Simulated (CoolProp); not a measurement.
Aqueous potassium carbonate as a coolant, 38 % by mass, freezing at -32.8 °C, 1 atm.

Computed with CoolProp (Melinder's fits for secondary coolants).

```csv
T (°C),conductivity (W/(m K)),cp (kJ/(kg K)),viscosity (mPa s),Prandtl number
-26.8,0.483,2.673,22.1,122
-21.8,0.491,2.681,17.0,92.6
-16.8,0.500,2.690,13.3,71.8
-11.8,0.508,2.698,10.7,56.9
-6.8,0.516,2.707,8.75,45.9
-1.8,0.524,2.716,7.29,37.8
3.2,0.532,2.725,6.17,31.6
8.2,0.540,2.734,5.29,26.8
13.2,0.548,2.743,4.60,23.0
18.2,0.556,2.753,4.04,20.0
23.2,0.564,2.762,3.58,17.6
28.2,0.572,2.771,3.20,15.5
33.2,0.579,2.781,2.88,13.8
38.2,0.587,2.790,2.60,12.3
```
